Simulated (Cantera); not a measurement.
What does this Cantera script print?

```python
import numpy as np
import cantera as ct

gas = ct.Solution("gri30.yaml")
gas.TPX = 1300, 25000, {'CH4': 1, 'CO2': 0.8}
reactor = ct.IdealGasConstPressureReactor(gas, energy="off", clone=False)
net = ct.ReactorNet([reactor])
net.rtol, net.atol = 1e-08, 1e-18
show = ['CH4', 'CO2', 'HCO', 'H', 'C2H4', 'OH']
times = np.geomspace(1e-05, 50, 11)

steps = ct.SolutionArray(gas, extra=["t"])
rows = []
print(f"{'t/s':>10s}{'T/K':>9s}{'P/Pa':>11s}" + "".join(f"{s:>11s}" for s in show))
for t in times:
    while net.time < t:
        t_next = net.step()
        steps.append(gas.state, t=t_next)
    rows.append([np.interp(t, steps.t, y) for y in (steps.T, steps.P, *steps(*show).X.T)])
    print(f"{t:10.3e}{rows[-1][0]:9.1f}{rows[-1][1]:11.4g}" + "".join(f"{x:11.3e}" for x in rows[-1][2:]))
rate = np.gradient(steps.T, steps.t)
print("integrator steps:", len(steps.t))
if steps.T.max() > steps.T[0] + 200:
    print(f"time of steepest temperature rise: {steps.t[rate.argmax()]:.4e} s")
gas.TPX = 1300, 25000, {'CH4': 1, 'CO2': 0.8}
gas.equilibrate("TP")
print(f"equilibrium (TP): T = {gas.T:.1f} K  " + "  ".join(f"{s} {gas[s].X[0]:.3e}" for s in show))
```

It prints:

```
       t/s      T/K       P/Pa        CH4        CO2        HCO          H       C2H4         OH
 1.000e-05   1300.0    2.5e+04  5.556e-01  4.444e-01  9.504e-22  5.843e-10  9.441e-17  1.158e-12
 4.676e-05   1300.0    2.5e+04  5.556e-01  4.444e-01  5.130e-21  5.843e-10  2.864e-14  1.158e-12
 2.187e-04   1300.0    2.5e+04  5.556e-01  4.444e-01  4.245e-20  5.844e-10  4.437e-12  1.158e-12
 1.023e-03   1300.0    2.5e+04  5.556e-01  4.444e-01  6.995e-18  5.865e-10  4.964e-10  1.162e-12
 4.782e-03   1300.0    2.5e+04  5.555e-01  4.444e-01  2.270e-15  6.216e-10  4.377e-08  1.232e-12
 2.236e-02   1300.0    2.5e+04  5.555e-01  4.444e-01  9.055e-14  7.153e-10  1.139e-06  1.418e-12
 1.046e-01   1300.0    2.5e+04  5.554e-01  4.444e-01  7.821e-13  9.569e-10  1.218e-05  1.906e-12
 4.890e-01   1300.0    2.5e+04  5.544e-01  4.443e-01  4.283e-12  2.801e-09  1.792e-04  5.695e-12
 2.287e+00   1300.0    2.5e+04  5.486e-01  4.430e-01  6.533e-12  1.580e-08  1.413e-03  3.519e-11
 1.069e+01   1300.0    2.5e+04  5.200e-01  4.322e-01  5.698e-12  7.165e-08  2.239e-03  2.243e-10
 5.000e+01   1300.0    2.5e+04  4.204e-01  3.684e-01  1.185e-11  1.983e-07  3.839e-03  1.430e-09
integrator steps: 1245
equilibrium (TP): T = 1300.0 K  CH4 4.931e-02  CO2 2.517e-06  HCO 7.256e-10  H 1.542e-06  C2H4 1.147e-03  OH 1.913e-13
```

Model: GRI-Mech 3.0 (53 species, 325 reactions), integrated in Cantera.
